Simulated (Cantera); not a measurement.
Input: 1 mol SF6, 0.23 mol H2, 0.059 mol O2, equilibrated at 3100 K and 19.0 Pa.

Equilibrium computed with Cantera from the NASA thermochemical tables; the gas is ideal and each condensed phase is pure. Kinetics and transport are ignored.

| species | before | after |
|---|---|---|
| F | 0.788 | 0.804 |
| S | 0.134 | 0.136 |
| H | 0.0427 | 0.0299 |
| HF | 0.0192 | 0.0137 |
| O | 0.0157 | 0.0159 |
| SF | 1.87e-5 | 1.93e-5 |
| S2 | 3.04e-5 | 3.12e-5 |
| SO | 0.000136 | 0.000140 |
Gas species are given as mole fractions.

Q: Which change was made?
A. H2 from 0.23 to 0.16 mol
B. pressure from 19.0 Pa to 0.960 bar
C. temperature from 3100 K to 1100 K
D. pressure from 19.0 Pa to 14.0 bar

A: A, H2 from 0.23 to 0.16 mol
